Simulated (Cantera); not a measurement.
Cantera run:

```python
import numpy as np
import cantera as ct

gas_names = """
    N NO NO2 NO3 N2 N2O O O2 O3 Si SiN SiO SiO2 Si2 Si2N Si3
""".split()
cond_names = """
    Si(cr) Si(L) SiO2(Lqz) SiO2(hqz) SiO2(L) Si2N2O(s) Si3N4(a)
""".split()


def load(file, names, dense=False):
    # The tables refer to 1 bar. Condensed volumes are neglected.
    table = {s.name: s for s in ct.Species.list_from_file(file)}
    out = []
    for n in names:
        d = dict(table[n].input_data)
        d["thermo"] = dict(d["thermo"], **{"reference-pressure": 1e5})
        if dense:
            d["equation-of-state"] = {"model": "constant-volume", "density": "1e6 g/cm^3"}
        out.append(ct.Species.from_dict(d))
    return out


gas = ct.Solution(thermo="ideal-gas", species=load("nasa_gas.yaml", gas_names))
cond = {s.name: ct.Solution(thermo="fixed-stoichiometry", species=[s], name=s.name)
        for s in load("nasa_condensed.yaml", cond_names, dense=True)}
atoms = {
    'Si3N4': {'Si': 3, 'N': 4},
    'O2': {'O': 2},
}
top_T = {'Si2N2O(s)': 2100, 'Si3N4(a)': 2400}  # K; cautious upper limits of use, not melting points


def equilibrate(T, P, feed):
    n = {}
    for name, mol in feed.items():
        for a, k in atoms[name].items():
            n[a] = n.get(a, 0.0) + k * mol
    gas.TPX = T, P, n
    mass = sum(n.values()) * gas.mean_molecular_weight
    gas.equilibrate("TP")
    valid = [c for c in cond.values() if c.min_temp <= T <= top_T.get(c.name, c.max_temp)]
    mix = ct.Mixture([(gas, mass / gas.mean_molecular_weight)] + [(c, 0.0) for c in valid])
    mix.T, mix.P = T, P
    mix.equilibrate("TP", solver="vcs", rtol=1e-11, max_steps=5000)
    return mix


results = []
feed = {'Si3N4': 1, 'O2': 11}  # mol
T = 798.15  # K
P = 110  # Pa
mix = equilibrate(T, P, feed)
results.append((T, P, feed, dict(zip(mix.species_names, mix.species_moles))))
x = sorted(zip(gas.X, gas.species_names), reverse=True)
print(f"T = {T:g} K  P = {P:g} Pa  gas = {mix.phase_moles(0):.4g} mol")
print("   x: " + "  ".join(f"{s} {v:.3e}" for v, s in x if v > 0.001))
print("   condensed (mol): " + ("  ".join(f"{mix.phase(i).name} {mix.phase_moles(i):.4g}"
      for i in range(1, mix.n_phases) if mix.phase_moles(i) > 1e-12) or "none"))
```

Result:

```
T = 798.15 K  P = 110 Pa  gas = 10 mol
   x: O2 8.000e-01  N2 2.000e-01
   condensed (mol): SiO2(Lqz) 3
```

Equilibrium computed with Cantera from the NASA thermochemical tables; the gas is ideal and each condensed phase is pure.
